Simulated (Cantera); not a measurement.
Cantera run:

```python
import numpy as np
import cantera as ct

gas_names = """
    H HNO HNO2 HNO3 HO2 H2 H2O H2O2 N NH NH2 NH3 NH2OH NO NO2 NO3 N2 N2H2 N2H4 N2O O OH O2 O3 Si SiH
    SiH2 SiH3 SiH4 SiN SiO SiO2 Si2 Si2N Si3
""".split()
cond_names = """
    H2O(s) H2O(L) Si(cr) Si(L) SiO2(Lqz) SiO2(hqz) SiO2(L) Si2N2O(s) Si3N4(a)
""".split()


# ... load() reads the species with a 1 bar reference pressure and builds the phases ...
atoms = {
    'Si3N4': {'Si': 3, 'N': 4},
    'H2O': {'H': 2, 'O': 1},
    'H2': {'H': 2},
}
top_T = {'Si2N2O(s)': 2100, 'Si3N4(a)': 2400}  # K; cautious upper limits of use, not melting points


# ... equilibrate(T, P, feed) seeds the gas with the atoms and calls Mixture.equilibrate('TP', solver="vcs", rtol=1e-11, max_steps=5000) ...
results = []
feed = {'Si3N4': 1, 'H2O': 2.3, 'H2': 13}  # mol
P = 0.48  # Pa
for T in [1173, 1273, 1373, 1473, 1573, 1673, 1773, 1873, 1973, 2073, 2173, 2273]:
    mix = equilibrate(T, P, feed)
    results.append((T, P, feed, dict(zip(mix.species_names, mix.species_moles))))

top = {s: max(r[3][s] / sum(r[3][g] for g in gas_names) for r in results) for s in gas_names}
cols = sorted((s for s in top if top[s] > 1e-05), key=lambda s: -top[s])[:9]
seen = [c for c in cond_names if any(r[3].get(c, 0) > 1e-12 for r in results)]
print("log10 of partial pressures in bar; condensed amounts in mol")
print(f"{'T/K':>10s}" + "".join(f"{s[:9]:>10s}" for s in cols + seen))
for T, P, feed, n in results:
    ng = sum(n[g] for g in gas_names)
    print(f"{T:10.4g}" + "".join(f"{np.log10(max(n[s] / ng * P / 1e5, 1e-99)):10.3f}" for s in cols)
          + "".join(f"{n.get(c, 0):10.4g}" for c in seen))
```

Result:

```
log10 of partial pressures in bar; condensed amounts in mol
       T/K        H2         H       SiO        N2        Si       SiH       Si2       SiN      Si2N    Si(cr) SiO2(hqz) Si2N2O(s)
      1173    -5.341    -9.599    -8.338    -6.638   -15.750   -17.167   -23.393   -18.186   -21.679         0    0.5282     1.228
      1273    -5.371    -8.832    -6.603    -6.528   -13.128   -14.829   -19.239   -15.788   -18.139         0    0.2346    0.9346
      1373    -5.395    -8.175    -6.375    -6.465    -9.615   -11.557   -13.142   -12.481   -12.581         0         0    0.6991
      1473    -5.429    -7.613    -6.251    -6.312    -8.262   -10.421   -11.240   -11.258   -11.095    0.6772         0         0
      1573    -5.440    -7.111    -6.258    -6.319    -7.260    -9.598    -9.938   -10.439   -10.227     0.468         0         0
      1673    -5.464    -6.676    -6.274    -6.335    -6.794    -9.298    -9.624   -10.140   -10.300         0         0         0
      1773    -5.498    -6.295    -6.288    -6.349    -6.806    -9.464   -10.196   -10.299   -11.214         0         0         0
      1873    -5.570    -5.975    -6.315    -6.376    -6.833    -9.649   -10.738   -10.464   -12.070         0         0         0
      1973    -5.708    -5.724    -6.360    -6.420    -6.877    -9.871   -11.266   -10.643   -12.890         0         0         0
      2073    -5.940    -5.550    -6.415    -6.476    -6.932   -10.143   -11.774   -10.828   -13.669         0         0         0
      2173    -6.274    -5.454    -6.463    -6.524    -6.980   -10.448   -12.230   -10.991   -14.369         0         0         0
      2273    -6.670    -5.411    -6.490    -6.550    -7.006   -10.755   -12.612   -11.114   -14.966         0         0         0
```

These are equilibrium values from Cantera (NASA tables, ideal gas, pure condensed phases), not measurements of a reactor. Mutual solubility and eutectic melting of coexisting phases are not modelled. The tables' values for SiN are old estimates; treat these amounts as uncertain. The tables hold silica as quartz up to 1696 K and as liquid above; real silica turns to tridymite and cristobalite and melts near 1996 K.
